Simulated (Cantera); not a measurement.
Premixed flame

A freely propagating, adiabatic, planar premixed flame of CH₄ : O₂ : N₂ = 1 : 2.94 : 11.1 (molar parts), unburnt at 573 K and 9.87 atm; mixture-averaged transport, grid criteria slope 0.08 and curve 0.16, no radiation.

Detailed kinetics in Cantera: GRI-Mech 3.0 (53 species, 325 reactions). Burning velocities carry a grid error of a few per cent, more on coarse grids.

| z (mm) | T (K) | u (m/s) | x CH₄ | x O₂ | x CH₂CO | x N₂O | x NO | x C₂H₆ |
|---|---|---|---|---|---|---|---|---|
| -0.323 | 575 | 0.242 | 0.0663 | 0.195 | 1.87e-8 | <1e-8 | <1e-8 | 1.34e-7 |
| -0.215 | 588 | 0.248 | 0.0655 | 0.194 | 2.96e-7 | <1e-8 | <1e-8 | 1.92e-6 |
| -0.162 | 623 | 0.263 | 0.0633 | 0.192 | 1.54e-6 | 1.50e-8 | 1.33e-8 | 9.33e-6 |
| -0.108 | 743 | 0.314 | 0.0565 | 0.182 | 8.79e-6 | 7.44e-8 | 8.13e-8 | 4.92e-5 |
| -0.0539 | 1125 | 0.479 | 0.0355 | 0.147 | 5.32e-5 | 3.81e-7 | 8.14e-7 | 0.000258 |
| -0.0269 | 1453 | 0.619 | 0.0175 | 0.115 | 0.000110 | 7.57e-7 | 2.15e-6 | 0.000336 |
| 0 | 1775 | 0.756 | 0.00253 | 0.0815 | 8.58e-5 | 1.36e-6 | 4.03e-6 | 2.91e-5 |
| 0.0269 | 1908 | 0.808 | 4.98e-5 | 0.0681 | 4.54e-6 | 2.06e-6 | 5.85e-6 | 1.58e-8 |
| 0.0539 | 1957 | 0.827 | 7.74e-7 | 0.0649 | 1.05e-7 | 2.37e-6 | 7.01e-6 | <1e-8 |
| 0.108 | 1992 | 0.839 | <1e-8 | 0.0633 | <1e-8 | 2.10e-6 | 8.18e-6 | <1e-8 |
| 0.215 | 2007 | 0.845 | <1e-8 | 0.0628 | <1e-8 | 1.22e-6 | 9.17e-6 | <1e-8 |
| 0.431 | 2010 | 0.846 | <1e-8 | 0.0628 | <1e-8 | 7.50e-7 | 1.04e-5 | <1e-8 |
| 0.862 | 2010 | 0.846 | <1e-8 | 0.0628 | <1e-8 | 7.09e-7 | 1.25e-5 | <1e-8 |
x: mole fraction of selected species; z is measured from the peak of heat release.

The laminar burning velocity is 24.1 cm/s, the thermal thickness is 0.108 mm and the peak x(CH₂CO) is 0.000127. The peak x(C₂H₆) comes out as 0.000352. The grid points is 134.
